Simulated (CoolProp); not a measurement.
Properties of sulfur dioxide along the isobar 0.101 MPa (Tc = 430.6 K, pc = 7.887 MPa, ω = 0.256).

Values from CoolProp's reference Helmholtz-energy equation of state, Gao 2016.

| T (K) | phase | density (kg/m³) | cp (kJ/(kg K)) | cv (kJ/(kg K)) | Joule-Thomson coefficient (K/MPa) | isothermal compressibility (1/MPa) |
|---|---|---|---|---|---|---|
| 255.6 | liquid | 1481 | 1.359 | 0.8262 | -0.2747 | 0.0009906 |
| 274.8 | gas | 2.899 | 0.6478 | 0.4994 | 50.53 | 10.14 |
| 294.1 | gas | 2.694 | (withheld) | 0.5054 | 40.19 | 10.08 |
| 313.3 | gas | 2.519 | 0.6524 | 0.5124 | 32.50 | 10.04 |
| 332.6 | gas | 2.366 | 0.6580 | 0.5204 | 26.68 | 10.01 |
| 351.8 | gas | 2.232 | (withheld) | 0.5289 | 22.29 | 9.993 |
| 371.1 | gas | 2.113 | 0.6727 | 0.5379 | 18.90 | 9.976 |
| 390.3 | gas | 2.007 | 0.6810 | 0.5471 | (withheld) | 9.964 |
| 409.5 | gas | 1.911 | 0.6896 | 0.5563 | 14.20 | 9.954 |
| 428.8 | gas | 1.823 | 0.6983 | 0.5655 | 12.52 | 9.946 |
| 448 | gas | 1.744 | 0.7069 | 0.5745 | 11.15 | 9.940 |
| 467.3 | gas | 1.671 | 0.7154 | 0.5834 | 10.02 | 9.934 |
| 486.5 | gas | 1.604 | 0.7237 | 0.5919 | 9.061 | 9.930 |
| 505.8 | gas | 1.542 | 0.7317 | (withheld) | 8.242 | 9.926 |
| 525 | gas | 1.486 | 0.7395 | (withheld) | 7.537 | 9.923 |

### Question
Complete the blanks.

### Answer

- 294.1, cp (kJ/(kg K)): 0.6487
- 351.8, cp (kJ/(kg K)): 0.6649
- 390.3, Joule-Thomson coefficient (K/MPa): 16.27
- 505.8, cv (kJ/(kg K)): 0.6002
- 525, cv (kJ/(kg K)): 0.6081
